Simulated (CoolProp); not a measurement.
Isobutene along the isotherm 148.75 °C: density (kg/m³) from the reference equation and from simpler models built on Tc = 144.9 °C, pc = 4.016 MPa, ω = 0.193; each cubic takes its own stable root.

Computed with CoolProp (reference Helmholtz-energy equation of state, Lemmon 2005). It is a short technical equation, of lower accuracy than the large ones.

```csv
p (MPa),phase,reference
0.125,gas,2.021
0.251,gas,4.102
0.376,gas,6.214
0.502,gas,8.393
0.627,gas,10.61
0.753,gas,12.90
0.878,gas,15.23
1,gas,17.56
1.13,gas,20.13
1.25,gas,22.56
1.38,gas,25.28
1.51,gas,28.09
1.63,gas,30.78
1.76,gas,33.79
1.88,gas,36.68
2.01,gas,39.93
```

Task: How far does each simpler model (ideal gas, Redlich-Kwong, Soave-Redlich-Kwong, Peng-Robinson) lie from the reference over these 16 states: mean and median of the absolute difference, and the worst?

Result: 
- ideal gas: mean 9.8 %, median 9.6 %, worst -19.5 % at 148.75 °C and 2.01 MPa
- Redlich-Kwong: mean 0.3 %, median 0.2 %, worst -0.7 % at 148.75 °C and 2.01 MPa
- Soave-Redlich-Kwong: mean 0.3 %, median 0.3 %, worst -0.8 % at 148.75 °C and 2.01 MPa
- Peng-Robinson: mean 0.8 %, median 0.8 %, worst +1.4 % at 148.75 °C and 2.01 MPa
